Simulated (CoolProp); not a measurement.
Sulfur dioxide along the isotherm 51.65 °C: fugacity coefficient from the reference equation and from simpler models built on Tc = 157.5 °C, pc = 7.887 MPa, ω = 0.256; each cubic takes its own stable root.

Computed with CoolProp (reference Helmholtz-energy equation of state, Gao 2016).

```tsv
p (MPa)	phase	reference	Soave-Redlich-Kwong	Peng-Robinson
3.18	liquid	0.2586	0.2651	0.2599
6.36	liquid	0.1370	0.1414	0.1376
9.55	liquid	0.09668	0.1005	0.09705
12.7	liquid	0.07695	0.08050	0.07718
15.9	liquid	0.06509	0.06853	[?]
19.1	liquid	0.05736	0.06078	0.05744
22.3	liquid	0.05200	0.05543	0.05202
25.5	liquid	0.04811	0.05160	[?]
28.6	liquid	0.04529	0.04886	0.04522
31.8	liquid	0.04308	0.04674	0.04297
35	liquid	0.04138	0.04516	[?]
```

**Question.** What belongs in the gaps?

**Answer.** 
- 15.9, Peng-Robinson: 0.06523
- 25.5, Peng-Robinson: 0.04808
- 35, Peng-Robinson: 0.04123
